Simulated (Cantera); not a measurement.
**Ignition delay**

Mixture: C2H4 : O2 : N2 : H2O = 1 : 3.66 : 13.8 : 1.8 (molar parts), equivalence ratio 0.82, at 7500 Torr, adiabatic and at constant volume. Ignition delay is the time to a rise of 400 K.

Detailed kinetics in Cantera: GRI-Mech 3.0 (53 species, 325 reactions). GRI-Mech 3.0 was tuned for natural gas; its chemistry of ethylene as a main component is partial and can be far from experiment.

```
T0 (K)  delay (ms)
------  ----------
1300        0.0982
1350        0.0411
1400        0.0185
1450       0.00957
1500       0.00587
1550       0.00406
1600       0.00303
1650       0.00237
```

```yaml
apparent activation energy between 1550 and 1650 K: 110 kJ/mol
```
